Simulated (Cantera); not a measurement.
A closed system holds: 1 mol SiCl4, 6.8 mol N2, 0.67 mol H2, equilibrated at 1175 K and 13300 Pa.

Method: chemical equilibrium by Gibbs-energy minimisation in Cantera with the NASA 1993 tables (ideal gas, pure condensed phases). Candidate condensed phases: NH4Cl, Si, Si3N4; 28 gas species. N2 is the only nitrogen source here; it is nearly inert below about 1500 K, so the nitride shown seldom forms there in practice. The tables' values for SiCl3 are old estimates; treat these amounts as uncertain. Rates play no part.

Base state: N2 0.774, HCl 0.123, SiCl4 0.0853, H2 0.0165, SiCl3 0.000676, SiHCl3 0.000270, SiCl2 5.23e-5 (mole fractions); condensed: Si3N4(s).

Q: What changes in the equilibrium state with this change: temperature from 1175 K to 1398 K?

A: 
```csv
species,before,after
N2,0.774,0.770
HCl,0.123,0.126
SiCl4,0.0853,0.0749
SiCl3,0.000676,0.00902
SiCl2,5.23e-5,0.00464
H2,0.0165,0.0143
Cl,2.81e-7,1.13e-5
SiHCl3,0.000270,0.000596
"Si3N4(s), mol",0.0871,0.0771
```
